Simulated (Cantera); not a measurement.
## Equilibrium for nitride etching: Si3N4 + HF + N2

Feed: 1 mol Si3N4, 48 mol HF, 28 mol N2, equilibrated at 1350 K and 10000 Pa.

Method: chemical equilibrium by Gibbs-energy minimisation in Cantera with the NASA 1993 tables (ideal gas, pure condensed phases). Candidate condensed phases: Si, Si3N4; 37 gas species. The numbers say what is thermodynamically allowed, not how fast it happens.

```yaml
x(HF): 0.480
x(N2): 0.400
x(H2): 0.0800
x(SiF4): 0.0400
x(SiF3): 2.60e-6
x(H): 2.13e-6
gas_amount: 75.00 mol
log10 activity of Si(s) (absent): -13.02
```
